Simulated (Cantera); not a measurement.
Thermodynamics of carbothermic reduction, feed Fe₂O₃ + CO + H₂

Feed: 1 mol Fe₂O₃, 2.5 mol CO, 0.24 mol H₂, at 1048 K and 101000 Pa.

Method: chemical equilibrium by Gibbs-energy minimisation in Cantera with the NASA 1993 tables (ideal gas, pure condensed phases). Candidate condensed phases: C, C₆H₆, C₇H₈, C₈H₁₈, Fe, Fe(CO)₅, FeO, Fe(OH)₂, Fe(OH)₃, Fe₂O₃, Fe₃O₄, H₂O; 114 gas species. The tables' stoichiometric FeO is somewhat more stable than real wüstite, so its field is too wide. FeO: taken at fixed stoichiometry. The numbers say what is thermodynamically allowed, not how fast it happens.

| Property | Value |
|---|---|
| x(CO) | 0.576 |
| x(CO₂) | 0.336 |
| x(H₂) | 0.0587 |
| x(H₂O) | 0.0288 |
| x(CH₄) | 4.52e-5 |
| n(FeO(s)) | 2.00 mol |
| gas amount | 2.740 mol |
| log10 activity of Fe(α) (absent) | -0.39 |
| log10 activity of C(graphite) (absent) | -0.65 |
| log10 activity of Fe(OH)₂(s) (absent) | -6.48 |
